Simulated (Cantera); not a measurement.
A perfectly stirred reactor is fed with CH2O : O2 : N2 = 0.01 : 0.028 : 1 (molar parts), equivalence ratio 0.36, at 1650 Torr; it is held at 1375 K, and followed from long to short residence time.

Model: GRI-Mech 3.0 (53 species, 325 reactions), integrated in Cantera.

Problem. Predict: x(CH2O) at τ = 6.20 s; x(O2) at τ = 6.20 s; x(H) at τ = 6.20 s; x(N2O) at τ = 6.20 s; x(CH2O) at τ = 57.0 ms; x(O2) at τ = 57.0 ms; x(H) at τ = 57.0 ms; x(N2O) at τ = 57.0 ms.

Solution. 
| Item | Result |
|---|---|
| x(CH2O) at τ = 6.20 s | 2.36e-7 |
| x(O2) at τ = 6.20 s | 0.0173 |
| x(H) at τ = 6.20 s | 4.81e-8 |
| x(N2O) at τ = 6.20 s | 4.84e-7 |
| x(CH2O) at τ = 57.0 ms | 5.24e-6 |
| x(O2) at τ = 57.0 ms | 0.0175 |
| x(H) at τ = 57.0 ms | 3.90e-6 |
| x(N2O) at τ = 57.0 ms | 1.58e-6 |
